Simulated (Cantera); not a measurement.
Input (Python, Cantera) and output of one run.

```python
import numpy as np
import cantera as ct

gas_names = [...]  # 169 gases of nasa_gas.yaml made of C, H, N, O
cond_names = """
    C(gr) C6H6(L) C7H8(L) C8H18(L),n-octa H2O(s) H2O(L)
""".split()


# ... load() reads the species with a 1 bar reference pressure and builds the phases ...
atoms = {
    'C2H2': {'C': 2, 'H': 2},
    'CO2': {'C': 1, 'O': 2},
    'NH3': {'N': 1, 'H': 3},
}
top_T = {'C(gr)': 4500}  # K; cautious upper limits of use, not melting points


# ... equilibrate(T, P, feed) seeds the gas with the atoms and calls Mixture.equilibrate('TP', solver="vcs", rtol=1e-11, max_steps=5000) ...
results = []
feed = {'C2H2': 1, 'CO2': 0.021, 'NH3': 0.64}  # mol
P = 4100  # Pa
for T in [3000, 3250, 3500, 3750, 4000, 4250, 4500, 4750, 5000]:
    mix = equilibrate(T, P, feed)
    results.append((T, P, feed, dict(zip(mix.species_names, mix.species_moles))))

top = {s: max(r[3][s] / sum(r[3][g] for g in gas_names) for r in results) for s in gas_names}
cols = sorted((s for s in top if top[s] > 1e-06), key=lambda s: -top[s])[:9]
seen = [c for c in cond_names if any(r[3].get(c, 0) > 1e-12 for r in results)]
print("log10 of partial pressures in bar; condensed amounts in mol")
print(f"{'T/K':>10s}" + "".join(f"{s[:9]:>10s}" for s in cols + seen))
for T, P, feed, n in results:
    ng = sum(n[g] for g in gas_names)
    print(f"{T:10.4g}" + "".join(f"{np.log10(max(n[s] / ng * P / 1e5, 1e-99)):10.3f}" for s in cols)
          + "".join(f"{n.get(c, 0):10.4g}" for c in seen))
```

Result:

```
log10 of partial pressures in bar; condensed amounts in mol
       T/K         H        H2         C        C3        N2       HCN        C2         N        CN     C(gr)
      3000    -1.719    -1.835    -4.295    -3.506    -2.478    -2.856    -4.499    -6.095    -3.726     1.582
      3250    -1.611    -2.236    -3.342    -2.441    -2.643    -2.966    -3.413    -5.531    -3.233    0.2206
      3500    -1.550    -2.643    -2.828    -2.436    -2.688    -3.346    -3.086    -4.998    -3.064         0
      3750    -1.539    -3.080    -2.436    -2.596    -2.727    -3.771    -2.912    -4.536    -2.971         0
      4000    -1.555    -3.514    -2.158    -2.930    -2.767    -4.236    -2.889    -4.134    -2.956         0
      4250    -1.574    -3.908    -2.005    -3.503    -2.786    -4.736    -3.054    -3.771    -3.027         0
      4500    -1.584    -4.246    -1.942    -4.233    -2.795    -5.242    -3.348    -3.443    -3.158         0
      4750    -1.590    -4.541    -1.919    -4.983    -2.820    -5.733    -3.676    -3.158    -3.316         0
      5000    -1.595    -4.806    -1.910    -5.694    -2.881    -6.206    -3.995    -2.920    -3.489         0
```

Equilibrium computed with Cantera from the NASA thermochemical tables; the gas is ideal and each condensed phase is pure.
